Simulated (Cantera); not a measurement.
A closed system holds: 1 mol FeS, 9.5 mol H₂, held at 1202 °C and 1000 Pa.

Method: chemical equilibrium by Gibbs-energy minimisation in Cantera with the NASA 1993 tables (ideal gas, pure condensed phases). Candidate condensed phases: Fe, FeS, FeS₂, S; 8 gas species. Metal and sulfide melt together well below either melting point, which pure phases cannot show. Mutual solubility and eutectic melting of coexisting phases are not modelled. FeS: taken at fixed stoichiometry. The numbers say what is thermodynamically allowed, not how fast it happens.

Base state: H₂ 0.984, H₂S 0.0140, S₂ 0.00120, SH 0.000503, H 0.000129, S 1.05e-5 (mole fractions); condensed: Fe(γ) + FeS(l).

### Question
What changes in the equilibrium state with this change: temperature from 1202 °C to 1727 °C?

### Answer
```
species        before    after
-----------  --------  -------
H₂              0.984    0.886
Fe            8.74e-6   0.0365
S₂            0.00120   0.0339
H            0.000129   0.0153
SH           0.000503   0.0124
H₂S            0.0140  0.00964
S             1.05e-5  0.00586
Fe(γ), mol      0.161        0
FeS(l), mol     0.839        0
Fe(l), mol          0    0.619
```

### Question
What changes in the equilibrium state with this change: temperature from 1202 °C to 627 °C?

### Answer
| species | before | after |
|---|---|---|
| H₂ | 0.984 | 1.000 |
| H₂S | 0.0140 | 0.000459 |
| SH | 0.000503 | 3.08e-9 |
| S₂ | 0.00120 | <1e-9 |
| H | 0.000129 | 1.17e-9 |
| S | 1.05e-5 | <1e-9 |
| Fe(γ), mol | 0.161 | 0 |
| FeS(l), mol | 0.839 | 0 |
| Fe(α), mol | 0 | 0.00436 |
| FeS(s), mol | 0 | 0.996 |
